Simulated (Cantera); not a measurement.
Charge: 1 mol FeS2, a varied amount of SO2, 0.19 mol H2O, at 773.15 K and 458 Torr.

These are equilibrium values from Cantera (NASA tables, ideal gas, pure condensed phases), not measurements of a reactor. Candidate condensed phases: Fe, FeO, Fe(OH)2, Fe(OH)3, FeS, FeSO4, FeS2, Fe2O3, Fe2(SO4)3, Fe3O4, H2O, H2SO4, S; 22 gas species. Gases not in the tables: S3 to S7. Equilibrium is a limit: real reactors are often held back by kinetics, nucleation or transport.

log p: log10 of the partial pressure in bar; n: condensed amount in mol.

| n(SO2) (mol) | log p SO2 | log p H2O | log p H2S | log p S2 | log p S2O | log p H2 | log p SO | n FeS2(s) | n Fe3O4(s) |
|---|---|---|---|---|---|---|---|---|---|
| 0.08 | -0.74 | -0.37 | -2.65 | -3.49 | -4.16 | -4.40 | -7.29 | 0.999 | 0.000231 |
| 0.15 | -0.57 | -0.47 | -2.77 | -3.40 | -4.01 | -4.57 | -7.18 | 0.999 | 0.000246 |
| 0.27 | ? | ? | ? | -3.34 | ? | ? | ? | 0.999 | ? |
| 0.51 | -0.35 | -0.78 | -3.11 | -3.29 | -3.82 | -4.96 | -7.04 | 0.999 | 0.000348 |
| 0.94 | -0.30 | -0.99 | -3.32 | -3.26 | -3.77 | -5.19 | -7.01 | 0.999 | 0.000478 |
| 1.7 | -0.26 | ? | ? | -3.25 | -3.74 | ? | -6.99 | 0.998 | ? |
| 3.2 | -0.24 | -1.47 | -3.81 | -3.24 | -3.72 | -5.69 | -6.97 | 0.996 | 0.00117 |

Q: Complete the blanks.

A: 
- 1.7, log p H2O: -1.21
- 1.7, log p H2S: -3.55
- 1.7, log p H2: -5.43
- 1.7, n Fe3O4(s): 0.000710
- 0.27, log p SO2: -0.45
- 0.27, log p H2O: -0.60
- 0.27, log p H2S: -2.91
- 0.27, log p S2O: -3.90
- 0.27, log p H2: -4.75
- 0.27, log p SO: -7.10
- 0.27, n Fe3O4(s): 0.000278
